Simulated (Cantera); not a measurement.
Charge: 1 mol B2O3, 0.58 mol Cl2, 12 mol H2, at 87.0 Pa.

Method: chemical equilibrium by Gibbs-energy minimisation in Cantera with the NASA 1993 tables (ideal gas, pure condensed phases). Candidate condensed phases: B, B2O3, B3O3H3, H2O; 33 gas species. Kinetics and transport are ignored.

### Question
Which condensed phases are stable at each of these points (T (K)): 875, 975, 1075, 1175, 1275, 1375, 1475, 1575, 1675, 1775, 1875?

### Answer
| T (K) | condensed phases | B condensed (%) |
|---|---|---|
| 875 | B2O3(l) | 100.0 |
| 975 | B2O3(l) | 100.0 |
| 1075 | B2O3(l) | 100.0 |
| 1175 | B2O3(l) | 99.8 |
| 1275 | B2O3(l) | 98.8 |
| 1375 | B2O3(l) | 93.1 |
| 1475 | B2O3(l) | 60.7 |
| 1575 | gas only | 0.0 |
| 1675 | gas only | 0.0 |
| 1775 | gas only | 0.0 |
| 1875 | gas only | 0.0 |

From 875 K to 1475 K the condensed part is B2O3(l). From 1575 K to 1875 K nothing is condensed.
